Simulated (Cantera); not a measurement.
## Equilibrium for halide evaporation, hydrolysis and transport: CaCl₂ + HCl + N₂

Charge: 1 mol CaCl₂, 2.6 mol HCl, a varied amount of N₂, held at 1330 Pa.

Cantera equilibrium calculation (NASA polynomials, part measured and part estimated; ideal gas, pure solids and liquids). Candidate condensed phases: Ca, CaCl₂, NH₄Cl; 16 gas species. Kinetics and transport are ignored.

Stable condensed phases:

```
T in K \ n(N₂) in mol
         2.1 2.9 4.1 5.7   8  11  16  22
   1575    A   A   A   A   A   A   A   A
   1525    B   A   A   A   A   A   A   A
   1475    B   B   B   B   B   A   A   A
   1425    B   B   B   B   B   B   B   B
   1375    B   B   B   B   B   B   B   B
   1325    B   B   B   B   B   B   B   B
   1275    B   B   B   B   B   B   B   B
   1225    B   B   B   B   B   B   B   B
   1175    B   B   B   B   B   B   B   B
   1125    B   B   B   B   B   B   B   B
   1075    B   B   B   B   B   B   B   B
   1025    B   B   B   B   B   B   B   B
    975    B   B   B   B   B   B   B   B
    925    B   B   B   B   B   B   B   B
```

A: gas only; B: CaCl₂.
